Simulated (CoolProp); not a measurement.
Properties of R1233zd(E) at several states.

The numbers come from the reference Helmholtz-energy equation of state, Akasaka 2022 in CoolProp.

```
T (°C)   p (bar)   phase  density (kg/m³)  isothermal compressibility (1/MPa)  fugacity coefficient
-------  -------  ------  ---------------  ----------------------------------  --------------------
-38.35     0.718  liquid             1405                            0.001148               0.08990
-29.05      98.6  liquid             1402                            0.001117              0.001792
-100.25     47.7  liquid             1537                           0.0006294              6.396e-6
```
